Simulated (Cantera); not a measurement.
Input: 1 mol V, 3.1 mol NH3, 2.4 mol N2, held at 948.15 K and 0.00705 Torr.

Cantera equilibrium calculation (NASA polynomials, part measured and part estimated; ideal gas, pure solids and liquids). Candidate condensed phases: V, VN; 11 gas species. VN: taken at fixed stoichiometry. Condensed phases not in the tables: V2N. Kinetics and transport are ignored.

Base state: H2 0.574, N2 0.426 (mole fractions); condensed: VN(s).

Task: What changes in the equilibrium state with this change: temperature from 948.15 K to 1975 K?

Result: 
```csv
species,before,after
N2,0.426,0.361
H2,0.574,0.302
H,1.30e-7,0.245
V,<1e-9,0.0914
"VN(s), mol",1.00,0
```
